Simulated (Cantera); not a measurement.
An isothermal, constant-pressure homogeneous reactor starts with NO : N₂ = 1 : 3.8 (molar parts), at 2125 K and 0.0133 bar. Integrator tolerance rtol = 1e-08.

Computed with Cantera and GRI-Mech 3.0 (53 species, 325 reactions). Radical loss at walls, strong at low pressure, is not modelled.

Q: What does this change do: N2 3.8 to 21 parts?

A: 
```
quantity                                           before                                     after
----------------  ---------------------------------------  ----------------------------------------
x(NO) at 3.00 s     0.139 (gas-phase equilibrium 0.00771)    0.0430 (gas-phase equilibrium 0.00363)
x(O₂) at 3.00 s     0.0330 (gas-phase equilibrium 0.0978)    0.00101 (gas-phase equilibrium 0.0199)
x(O) at 3.00 s    0.00270 (gas-phase equilibrium 0.00450)  0.000427 (gas-phase equilibrium 0.00203)
x(N₂O) at 3.00 s  6.01e-6 (gas-phase equilibrium 5.28e-8)   8.55e-7 (gas-phase equilibrium 2.60e-8)
x(N₂) at 3.00 s       0.825 (gas-phase equilibrium 0.890)       0.956 (gas-phase equilibrium 0.974)
```

Q: What does this change do: temperature 2125 to 1900 K?

A: 
```tsv
quantity	before	after
x(NO) at 3.00 s	0.139 (gas-phase equilibrium 0.00771)	0.204 (gas-phase equilibrium 0.00426)
x(O₂) at 3.00 s	0.0330 (gas-phase equilibrium 0.0978)	0.00211 (gas-phase equilibrium 0.102)
x(O) at 3.00 s	0.00270 (gas-phase equilibrium 0.00450)	0.000216 (gas-phase equilibrium 0.000828)
x(N₂O) at 3.00 s	6.01e-6 (gas-phase equilibrium 5.28e-8)	1.58e-5 (gas-phase equilibrium 2.97e-8)
x(N₂) at 3.00 s	0.825 (gas-phase equilibrium 0.890)	0.794 (gas-phase equilibrium 0.893)
```
